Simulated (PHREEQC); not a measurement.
1 kg of water holding 23 mmol/kgw KOH meets 20 L of dry gas (CO2 0.34, CH4 0.24, H2S 0.42 by moles) at fixed total pressure, at 100 °C; fugacities by Peng-Robinson. The gases take part in no redox reaction, some water evaporates into the gas, and hydrates or a liquid gas phase aren't modelled. No solid was allowed to form.

The numbers come from PHREEQC with the ion-association model, phreeqc.dat.

```tsv
P (atm)	dissolved CO2 (all carbonate carbon) (mol/kgw)	φ of CO2	p of CO2 (atm)	dissolved CH4 (mol/kgw)
1	0.0792	1.001	0.00418	2.81e-6
2	…	…	0.343	0.000244
3	…	0.993	0.686	0.000485
5	…	0.987	1.37	0.000964
7.5	…	0.980	2.23	0.00156
10	…	…	3.08	0.00214
15	0.0529	0.960	4.79	0.00330
```

What belongs in the gaps?


- 2, dissolved CO2 (all carbonate carbon) (mol/kgw): 0.00886
- 2, φ of CO2: 0.996
- 3, dissolved CO2 (all carbonate carbon) (mol/kgw): 0.0124
- 5, dissolved CO2 (all carbonate carbon) (mol/kgw): 0.0193
- 7.5, dissolved CO2 (all carbonate carbon) (mol/kgw): 0.0279
- 10, dissolved CO2 (all carbonate carbon) (mol/kgw): 0.0364
- 10, φ of CO2: 0.973

At this temperature some constants are extrapolated from 25 °C, and those without enthalpy data are left unchanged.
